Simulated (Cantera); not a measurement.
What does this Cantera script print?

```python
import numpy as np
import cantera as ct

gas = ct.Solution("gri30.yaml")
gas.TP = 300, 110000
flame = ct.CounterflowDiffusionFlame(gas, width=0.02)
flame.fuel_inlet.X, flame.fuel_inlet.T = {'CH4': 1, 'C2H6': 0.094}, 500
flame.oxidizer_inlet.X, flame.oxidizer_inlet.T = {'O2': 0.27, 'N2': 0.73}, 823
flame.set_refine_criteria(ratio=3, slope=0.12, curve=0.24, prune=0.03)
show = ['OH', 'H', 'NO', 'CO', 'C2H2']

rows = []
print(f"{'mdot':>8s}{'a_max':>10s}{'a_mean':>10s}{'Tmax/K':>9s}" + "".join(f"{s:>11s}" for s in show) + "   (peak mole fractions)")
for i, mdot in enumerate([0.28, 0.4, 0.59, 0.85, 1.2, 1.8, 2.7, 3.9, 5.6]):  # kg/m2/s on the oxidiser side
    flame.oxidizer_inlet.mdot, flame.fuel_inlet.mdot = mdot, 1 * mdot
    flame.solve(loglevel=0, auto=(i == 0))
    if flame.T.max() < max(500, 823) + 100:
        print(f"{mdot:8.3g}  no burning solution found from the previous one")
        break
    dT = np.abs(np.gradient(flame.T, flame.grid))
    rows.append([flame.strain_rate("max"), flame.strain_rate("mean"), flame.T.max(),
                 *(flame.X[gas.species_index(s)].max() for s in show), max(dT[0], dT[-1]) / dT.max()])
    print(f"{mdot:8.3g}{rows[-1][0]:10.1f}{rows[-1][1]:10.1f}{rows[-1][2]:9.1f}" + "".join(f"{x:11.3e}" for x in rows[-1][3:-1]))
```

Output:

```
    mdot     a_max    a_mean   Tmax/K         OH          H         NO         CO       C2H2   (peak mole fractions)
    0.28     291.0      60.6   2476.6  1.802e-02  7.943e-03  9.438e-04  1.038e-01  2.886e-02
     0.4     403.6      86.6   2446.7  1.801e-02  8.274e-03  7.849e-04  1.010e-01  2.823e-02
    0.59     577.0     127.7   2418.5  1.794e-02  8.653e-03  6.601e-04  9.812e-02  2.736e-02
    0.85     808.0     184.0   2398.8  1.785e-02  9.032e-03  5.721e-04  9.575e-02  2.661e-02
     1.2    1112.4     259.8   2383.9  1.775e-02  9.415e-03  5.040e-04  9.385e-02  2.579e-02
     1.8    1620.6     389.7   2365.4  1.751e-02  9.818e-03  4.286e-04  9.171e-02  2.462e-02
     2.7    2363.3     584.5   2343.4  1.704e-02  1.011e-02  3.537e-04  8.968e-02  2.317e-02
     3.9    3325.5     844.3   2320.6  1.647e-02  1.028e-02  2.868e-04  8.817e-02  2.155e-02
     5.6    4655.8    1212.3   2293.9  1.572e-02  1.028e-02  2.219e-04  8.689e-02  1.954e-02
```

Detailed kinetics in Cantera: GRI-Mech 3.0 (53 species, 325 reactions). GRI-Mech 3.0 has no aromatics or soot, which form on the fuel side of real flames. The maximum strain rate includes the flame's own expansion and is several times the mean.
